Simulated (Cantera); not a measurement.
Cantera run, input and output.

```python
import numpy as np
import cantera as ct

gas = ct.Solution("gri30.yaml")
gas.TPX = 350, 98000, {'CO': 1, 'H2': 0.055, 'CH4': 0.97, 'O2': 2.94, 'N2': 11}
inlet = ct.Reservoir(gas, clone=True)
gas.equilibrate("HP")  # start burning
reactor = ct.IdealGasConstPressureReactor(gas, energy="on", clone=False)
exhaust = ct.Reservoir(gas, clone=True)
tau = [0.032, 0.013, 0.0052, 0.0021, 0.00083, 0.00033, 0.00013, 5.3e-05, 2.1e-05, 8.5e-06][0]
for a, b in ((inlet, reactor), (reactor, exhaust)):
    ct.MassFlowController(a, b, mdot=lambda t: reactor.mass / tau)
net = ct.ReactorNet([reactor])
show = ['CO', 'H2', 'CH4', 'NO2', 'C2H4', 'CH2', 'CH2O']

rows = []
print(f"{'tau/s':>10s}{'T/K':>9s}" + "".join(f"{s:>11s}" for s in show))
for tau in [0.032, 0.013, 0.0052, 0.0021, 0.00083, 0.00033, 0.00013, 5.3e-05, 2.1e-05, 8.5e-06]:
    net.initial_time = 0.0
    net.advance(30 * tau)
    before = gas.X
    net.advance(40 * tau)
    drift = np.max(np.abs(gas.X - before) / (gas.X + 1e-9))
    rows.append([gas.T, *gas[show].X, drift])
    print(f"{tau:10.3e}{gas.T:9.1f}" + "".join(f"{x:11.3e}" for x in gas[show].X))
```

Output:

```
     tau/s      T/K         CO         H2        CH4        NO2       C2H4        CH2       CH2O
 3.200e-02   2124.0  6.489e-03  1.285e-03  6.848e-06  1.994e-07  4.474e-10  1.674e-07  1.163e-06
 1.300e-02   2092.3  9.398e-03  1.901e-03  1.295e-05  1.013e-07  1.151e-09  3.152e-07  2.173e-06
 5.200e-03   2043.8  1.361e-02  2.850e-03  2.449e-05  4.830e-08  2.687e-09  5.466e-07  3.949e-06
 2.100e-03   1979.2  1.883e-02  4.097e-03  4.732e-05  2.385e-08  6.292e-09  8.754e-07  7.119e-06
 8.300e-04   1896.3  2.508e-02  5.591e-03  9.894e-05  1.278e-08  1.702e-08  1.353e-06  1.344e-05
 3.300e-04   1796.3  3.287e-02  7.079e-03  2.308e-04  7.252e-09  5.868e-08  2.096e-06  2.737e-05
 1.300e-04   1665.2  4.641e-02  8.303e-03  7.130e-04  3.496e-09  3.665e-07  3.749e-06  6.950e-05
 5.300e-05    350.0  6.264e-02  3.445e-03  6.076e-02 -1.070e-20 -6.512e-19 -1.001e-33 -8.471e-18
 2.100e-05    350.0  6.264e-02  3.445e-03  6.076e-02 -6.257e-24 -3.807e-22 -2.711e-34 -4.952e-21
 8.500e-06    350.0  6.264e-02  3.445e-03  6.076e-02 -3.952e-25 -2.404e-23 -3.471e-36 -3.128e-22
```

Cantera simulation using GRI-Mech 3.0 (53 species, 325 reactions); the numbers are that mechanism's predictions, not measurements.
